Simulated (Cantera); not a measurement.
Feed: 1 mol C, 5.2 mol H₂, 0.78 mol O₂, held at 1325 K and 7500 Torr.

These are equilibrium values from Cantera (NASA tables, ideal gas, pure condensed phases), not measurements of a reactor. Candidate condensed phases: C, C₆H₆, C₇H₈, C₈H₁₈, H₂O; 110 gas species. Kinetics and transport are ignored.

Base state: H₂ 0.752, CO 0.150, H₂O 0.0854, CO₂ 0.00913, CH₄ 0.00360 (mole fractions); condensed: gas only.

### Question
What changes in the equilibrium state with this change: temperature from 1325 K to 2700 K?

### Answer
```csv
species,before,after
H₂,0.752,0.738
CO,0.150,0.157
H₂O,0.0854,0.0864
H,4.48e-7,0.0154
OH,<1e-9,0.000463
CH₄,0.00360,1.26e-7
CO₂,0.00913,0.00274
```

### Question
What changes in the equilibrium state with this change: 0.027 mol NH₃ added?

### Answer
```csv
species,before,after
H₂,0.752,0.752
CO,0.150,0.148
H₂O,0.0854,0.0848
N₂,0,0.00216
NH₃,0,3.41e-5
CO₂,0.00913,0.00899
CH₄,0.00360,0.00360
```
